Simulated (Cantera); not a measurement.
What does this Cantera script print?

```python
import numpy as np
import cantera as ct

gas_names = """
    CL CL2 H HCL H2 Si SiCL SiCL2 SiCL3 SiCL4 SiH SiHCL3 SiH2 SiH2CL2 SiH3 SiH3CL SiH4 Si2 Si3
""".split()
cond_names = """
    Si(cr) Si(L)
""".split()


# ... load() reads the species with a 1 bar reference pressure and builds the phases ...
atoms = {
    'Si': {'Si': 1},
    'HCl': {'H': 1, 'CL': 1},
    'H2': {'H': 2},
}
top_T = {}  # K; cautious upper limits of use, not melting points


# ... equilibrate(T, P, feed) seeds the gas with the atoms and calls Mixture.equilibrate('TP', solver="vcs", rtol=1e-11, max_steps=5000) ...
results = []
T = 598  # K
P = 13332.2  # Pa
for m in [0.52, 1.4, 2.3, 3.2, 4.1, 5, 5.9]:
    feed = {'Si': 1, 'HCl': m, 'H2': 10}  # mol
    mix = equilibrate(T, P, feed)
    results.append((T, P, feed, dict(zip(mix.species_names, mix.species_moles))))
    x = sorted(zip(gas.X, gas.species_names), reverse=True)
    print(f"T = {T:g} K  P = {P:g} Pa  n(HCl) = {m:g} mol  gas = {mix.phase_moles(0):.4g} mol")
    print("   x: " + "  ".join(f"{s} {v:.3e}" for v, s in x if v > 1e-05))
    print("   condensed (mol): " + ("  ".join(f"{mix.phase(i).name} {mix.phase_moles(i):.4g}"
          for i in range(1, mix.n_phases) if mix.phase_moles(i) > 1e-12) or "none"))
```

Result:

```
T = 598 K  P = 13332.2 Pa  n(HCl) = 0.52 mol  gas = 10.37 mol
   x: H2 9.858e-01  SiCL4 7.779e-03  SiHCL3 6.164e-03  SiH2CL2 2.433e-04  HCL 3.262e-05
   condensed (mol): Si(cr) 0.8528
T = 598 K  P = 13332.2 Pa  n(HCl) = 1.4 mol  gas = 11.01 mol
   x: H2 9.647e-01  SiCL4 2.170e-02  SiHCL3 1.316e-02  SiH2CL2 3.976e-04  HCL 4.171e-05
   condensed (mol): Si(cr) 0.6117
T = 598 K  P = 13332.2 Pa  n(HCl) = 2.3 mol  gas = 11.67 mol
   x: H2 9.458e-01  SiCL4 3.502e-02  SiHCL3 1.866e-02  SiH2CL2 4.952e-04  HCL 4.655e-05
   condensed (mol): Si(cr) 0.3678
T = 598 K  P = 13332.2 Pa  n(HCl) = 3.2 mol  gas = 12.33 mol
   x: H2 9.290e-01  SiCL4 4.725e-02  SiHCL3 2.315e-02  SiH2CL2 5.650e-04  HCL 4.972e-05
   condensed (mol): Si(cr) 0.1253
T = 598 K  P = 13332.2 Pa  n(HCl) = 4.1 mol  gas = 13.1 mol
   x: H2 9.158e-01  SiCL4 7.610e-02  HCL 7.866e-03  SiHCL3 2.323e-04
   condensed (mol): none
T = 598 K  P = 13332.2 Pa  n(HCl) = 5 mol  gas = 14 mol
   x: H2 8.571e-01  HCL 7.145e-02  SiCL4 7.141e-02  SiHCL3 2.246e-05
   condensed (mol): none
T = 598 K  P = 13332.2 Pa  n(HCl) = 5.9 mol  gas = 14.9 mol
   x: H2 8.054e-01  HCL 1.275e-01  SiCL4 6.710e-02  SiHCL3 1.111e-05
   condensed (mol): none
```

Cantera equilibrium calculation (NASA polynomials, part measured and part estimated; ideal gas, pure solids and liquids).
